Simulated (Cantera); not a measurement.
A Cantera script and what it prints.

```python
import numpy as np
import cantera as ct

gas_names = [...]  # 140 gases of nasa_gas.yaml made of C, Fe, H, N, O
cond_names = """
    C(gr) C6H6(L) C7H8(L) C8H18(L),n-octa Fe(a) Fe(c) Fe(d) Fe(L) FeC5O5(L) FeO(s) FeO(L) Fe(OH)2(s)
    Fe(OH)3(s) Fe2O3(s) Fe3O4(s) H2O(s) H2O(L)
""".split()


# ... load() reads the species with a 1 bar reference pressure and builds the phases ...
atoms = {
    'Fe3O4': {'Fe': 3, 'O': 4},
    'CH4': {'C': 1, 'H': 4},
    'N2': {'N': 2},
}
top_T = {'C(gr)': 4500, 'Fe2O3(s)': 1830, 'Fe3O4(s)': 1870}  # K; cautious upper limits of use, not melting points


# ... equilibrate(T, P, feed) seeds the gas with the atoms and calls Mixture.equilibrate('TP', solver="vcs", rtol=1e-11, max_steps=5000) ...
results = []
P = 18000  # Pa
for T in [2173, 2223, 2273, 2323, 2373, 2423, 2473, 2523, 2573]:
    for m in [0.17, 0.24, 0.34, 0.48, 0.68, 0.96, 1.3, 1.9, 2.7, 3.8, 5.4, 7.6]:
        feed = {'Fe3O4': 1, 'CH4': 2, 'N2': m}  # mol
        mix = equilibrate(T, P, feed)
        results.append((T, P, feed, dict(zip(mix.species_names, mix.species_moles))))

for T, P, feed, n in results:
    print(f"{T:7g} {feed['N2']:10.4g}  " + (" + ".join(c for c in cond_names if n.get(c, 0) > 1e-12) or "gas only"))
```

It prints:

```
   2173       0.17  Fe(L) + FeO(L)
   2173       0.24  Fe(L) + FeO(L)
   2173       0.34  Fe(L) + FeO(L)
   2173       0.48  Fe(L) + FeO(L)
   2173       0.68  Fe(L) + FeO(L)
   2173       0.96  Fe(L) + FeO(L)
   2173        1.3  Fe(L) + FeO(L)
   2173        1.9  Fe(L) + FeO(L)
   2173        2.7  Fe(L) + FeO(L)
   2173        3.8  Fe(L) + FeO(L)
   2173        5.4  Fe(L) + FeO(L)
   2173        7.6  Fe(L) + FeO(L)
   2223       0.17  Fe(L) + FeO(L)
   2223       0.24  Fe(L) + FeO(L)
   2223       0.34  Fe(L) + FeO(L)
   2223       0.48  Fe(L) + FeO(L)
   2223       0.68  Fe(L) + FeO(L)
   2223       0.96  Fe(L) + FeO(L)
   2223        1.3  Fe(L) + FeO(L)
   2223        1.9  Fe(L) + FeO(L)
   2223        2.7  Fe(L) + FeO(L)
   2223        3.8  Fe(L) + FeO(L)
   2223        5.4  Fe(L) + FeO(L)
   2223        7.6  Fe(L) + FeO(L)
   2273       0.17  Fe(L) + FeO(L)
   2273       0.24  Fe(L) + FeO(L)
   2273       0.34  Fe(L) + FeO(L)
   2273       0.48  Fe(L) + FeO(L)
   2273       0.68  Fe(L) + FeO(L)
   2273       0.96  Fe(L) + FeO(L)
   2273        1.3  Fe(L) + FeO(L)
   2273        1.9  Fe(L) + FeO(L)
   2273        2.7  Fe(L) + FeO(L)
   2273        3.8  Fe(L) + FeO(L)
   2273        5.4  Fe(L) + FeO(L)
   2273        7.6  Fe(L) + FeO(L)
   2323       0.17  Fe(L) + FeO(L)
   2323       0.24  Fe(L) + FeO(L)
   2323       0.34  Fe(L) + FeO(L)
   2323       0.48  Fe(L) + FeO(L)
   2323       0.68  Fe(L) + FeO(L)
   2323       0.96  Fe(L) + FeO(L)
   2323        1.3  Fe(L) + FeO(L)
   2323        1.9  Fe(L) + FeO(L)
   2323        2.7  Fe(L) + FeO(L)
   2323        3.8  Fe(L) + FeO(L)
   2323        5.4  Fe(L) + FeO(L)
   2323        7.6  Fe(L) + FeO(L)
   2373       0.17  Fe(L) + FeO(L)
   2373       0.24  Fe(L) + FeO(L)
   2373       0.34  Fe(L) + FeO(L)
   2373       0.48  Fe(L) + FeO(L)
   2373       0.68  Fe(L) + FeO(L)
   2373       0.96  Fe(L) + FeO(L)
   2373        1.3  Fe(L) + FeO(L)
   2373        1.9  Fe(L) + FeO(L)
   2373        2.7  Fe(L) + FeO(L)
   2373        3.8  Fe(L) + FeO(L)
   2373        5.4  Fe(L) + FeO(L)
   2373        7.6  Fe(L) + FeO(L)
   2423       0.17  Fe(L) + FeO(L)
   2423       0.24  Fe(L) + FeO(L)
   2423       0.34  Fe(L) + FeO(L)
   2423       0.48  Fe(L) + FeO(L)
   2423       0.68  Fe(L) + FeO(L)
   2423       0.96  Fe(L) + FeO(L)
   2423        1.3  Fe(L) + FeO(L)
   2423        1.9  Fe(L) + FeO(L)
   2423        2.7  Fe(L) + FeO(L)
   2423        3.8  Fe(L) + FeO(L)
   2423        5.4  Fe(L) + FeO(L)
   2423        7.6  Fe(L) + FeO(L)
   2473       0.17  Fe(L) + FeO(L)
   2473       0.24  Fe(L) + FeO(L)
   2473       0.34  Fe(L) + FeO(L)
   2473       0.48  Fe(L) + FeO(L)
   2473       0.68  Fe(L) + FeO(L)
   2473       0.96  Fe(L) + FeO(L)
   2473        1.3  Fe(L) + FeO(L)
   2473        1.9  Fe(L) + FeO(L)
   2473        2.7  Fe(L) + FeO(L)
   2473        3.8  Fe(L) + FeO(L)
   2473        5.4  Fe(L) + FeO(L)
   2473        7.6  Fe(L) + FeO(L)
   2523       0.17  Fe(L) + FeO(L)
   2523       0.24  Fe(L) + FeO(L)
   2523       0.34  Fe(L) + FeO(L)
   2523       0.48  Fe(L) + FeO(L)
   2523       0.68  Fe(L) + FeO(L)
   2523       0.96  Fe(L) + FeO(L)
   2523        1.3  Fe(L) + FeO(L)
   2523        1.9  Fe(L) + FeO(L)
   2523        2.7  Fe(L) + FeO(L)
   2523        3.8  FeO(L)
   2523        5.4  FeO(L)
   2523        7.6  FeO(L)
   2573       0.17  FeO(L)
   2573       0.24  FeO(L)
   2573       0.34  FeO(L)
   2573       0.48  FeO(L)
   2573       0.68  FeO(L)
   2573       0.96  FeO(L)
   2573        1.3  FeO(L)
   2573        1.9  FeO(L)
   2573        2.7  FeO(L)
   2573        3.8  FeO(L)
   2573        5.4  FeO(L)
   2573        7.6  gas only
```

Equilibrium computed with Cantera from the NASA thermochemical tables; the gas is ideal and each condensed phase is pure. Each liquid is taken as pure. Mutual solubility and eutectic melting of coexisting phases are not modelled. The tables' stoichiometric FeO is somewhat more stable than real wüstite, so its field is too wide. FeO: taken at fixed stoichiometry.
